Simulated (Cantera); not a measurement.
# Equilibrium for carbon deposition, reforming and gasification: C₂H₅OH + H₂ + H₂O

A closed system holds: 1 mol C₂H₅OH, 4.3 mol H₂, 0.06 mol H₂O, held at 302 °C and 1.33 mbar.

Equilibrium computed with Cantera from the NASA thermochemical tables; the gas is ideal and each condensed phase is pure. Candidate condensed phases: C, C₆H₆, C₇H₈, C₈H₁₈, H₂O; 110 gas species. Rates play no part.

```yaml
x(H₂): 0.720
x(CH₄): 0.134
x(H₂O): 0.130
x(CO₂): 0.0147
x(CO): 0.00205
n(C(graphite)): 1.01 mol
gas_amount: 6.587 mol
```
